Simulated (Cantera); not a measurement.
## AlN + HCl + H2 + H2O (nitride etching)

Charge: 1 mol AlN, 1.3 mol HCl, 9.3 mol H2, 0.16 mol H2O, at 0.000580 bar.

Cantera equilibrium calculation (NASA polynomials, part measured and part estimated; ideal gas, pure solids and liquids). Candidate condensed phases: Al, AlCl3, AlN, Al2O3, H2O, NH4Cl; 45 gas species. Mutual solubility and eutectic melting of coexisting phases are not modelled. The tables' values for AlCl2, AlOH are old estimates; treat these amounts as uncertain. Condensed phases not in the tables: aluminium oxynitride. Equilibrium is a limit: real reactors are often held back by kinetics, nucleation or transport.

From 900 °C to 1125 °C the condensed part is AlN(s) + Al2O3(s). From 1200 °C to 1800 °C the condensed part is Al2O3(s). The main Al-bearing gas is AlCl3 at 900 °C and AlCl at 1800 °C. The share of Al in condensed phases is highest at 900 °C (76.4 %) and lowest at 1800 °C (8.6 %).

```csv
T (°C),x H2,x H,x AlCl,x HCl,x N2,x AlCl3,n AlN(s),n Al2O3(s)
900,0.907,4.66e-6,0.000210,0.0554,0.0158,0.0213,0.657,0.0533
975,0.906,1.85e-5,0.00174,0.0538,0.0167,0.0207,0.637,0.0533
1050,0.899,6.24e-5,0.0102,0.0506,0.0202,0.0172,0.559,0.0533
1125,0.876,0.000184,0.0379,0.0415,0.0305,0.00851,0.312,0.0533
1200,0.852,0.000485,0.0711,0.0277,0.0429,0.00169,0,0.0533
1275,0.849,0.00118,0.0733,0.0310,0.0428,0.000581,0,0.0533
1350,0.846,0.00264,0.0743,0.0326,0.0427,0.000197,0,0.0533
1425,0.842,0.00551,0.0748,0.0333,0.0426,6.96e-5,0,0.0532
1500,0.837,0.0108,0.0748,0.0337,0.0425,2.63e-5,0,0.0529
1575,0.828,0.0200,0.0743,0.0338,0.0423,1.07e-5,0,0.0523
1650,0.812,0.0353,0.0732,0.0338,0.0419,4.61e-6,0,0.0509
1725,0.789,0.0592,0.0712,0.0337,0.0413,2.11e-6,0,0.0482
1800,0.753,0.0948,0.0680,0.0336,0.0405,1.02e-6,0,0.0430
```
x: gas mole fraction; n: condensed amount in mol.
